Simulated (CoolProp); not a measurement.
Vapour-liquid equilibrium of n-butane (1) + cyclohexane (2) at 0.622 MPa; x and y are mole fractions of (1).

Model: multi-fluid Helmholtz-energy mixture model, Bücker 2006 and Zhou 2014; pair parameters Bell 2016, in CoolProp.

```tsv
x	bubble temperature (K)	y at the bubble point	dew temperature at overall composition x (K)	liquid density (mol/L)
0.05	420.9	0.173	426.8	7.696
0.2	(withheld)	0.560	419.5	8.082
0.35	376.9	0.774	411.2	8.419
0.5	361.5	(withheld)	(withheld)	8.685
0.65	350.1	0.940	(withheld)	8.884
0.8	341.4	0.972	(withheld)	9.023
0.95	334.3	(withheld)	347.5	(withheld)
```

Complete the blanks.


- 0.2, bubble temperature (K): 397.1
- 0.5, y at the bubble point: 0.883
- 0.5, dew temperature at overall composition x (K): 401.5
- 0.65, dew temperature at overall composition x (K): 389.6
- 0.8, dew temperature at overall composition x (K): 373.7
- 0.95, y at the bubble point: 0.994
- 0.95, liquid density (mol/L): 9.110

No azeotrope shows between x = 0.05 and 0.95.

Pair parameters are fitted to limited data, so mixtures are less certain than the pure fluids.
